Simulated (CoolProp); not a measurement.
Vapour-liquid equilibrium of R22 (1) + methanol (2) at 1.58 bar; x and y are mole fractions of (1).

Computed with CoolProp (multi-fluid Helmholtz-energy mixture model, Kamei 1995 and de Reuck 1993; pair parameters Bell 2016).

Task: Give the bubble temperature and the first vapour's composition at x = 0.05, 0.65, 0.8. Is there an azeotrope?

Result: x = 0.05: 314.3 K, y = 0.768; x = 0.65: 250.1 K, y = 0.997; x = 0.8: 246.7 K, y = 0.998. No azeotrope shows between x = 0.05 and 0.95.

Pair parameters are fitted to limited data, so mixtures are less certain than the pure fluids.
